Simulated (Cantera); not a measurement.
An isothermal, constant-pressure homogeneous reactor starts with CH4 : N2 = 1 : 14 (molar parts), at 1475 K and 0.0118 atm.

Computed with Cantera and GRI-Mech 3.0 (53 species, 325 reactions). GRI-Mech 3.0 stops at C3 and has no aromatics, soot or wall deposition, so with more carbon than oxygen in the feed, carbon stays in small species such as C2H2 where larger ones or solid carbon would form. Radical loss at walls, strong at low pressure, is not modelled.

Problem. Predict: x(CH4) at 100 s; x(C2H2) at 100 s; x(CH2) at 100 s; x(C2H) at 100 s; x(H) at 100 s; x(HCN) at 100 s.

Solution. x(CH4) at 100 s: 0.00427 (gas-phase equilibrium 3.73e-5)
x(C2H2) at 100 s: 0.0292 (gas-phase equilibrium 0.00948)
x(CH2) at 100 s: 6.26e-9 (gas-phase equilibrium 9.16e-11)
x(C2H) at 100 s: 1.43e-8 (gas-phase equilibrium 5.94e-9)
x(H) at 100 s: 2.66e-5 (gas-phase equilibrium 3.65e-5)
x(HCN) at 100 s: 2.72e-7 (gas-phase equilibrium 0.0435)
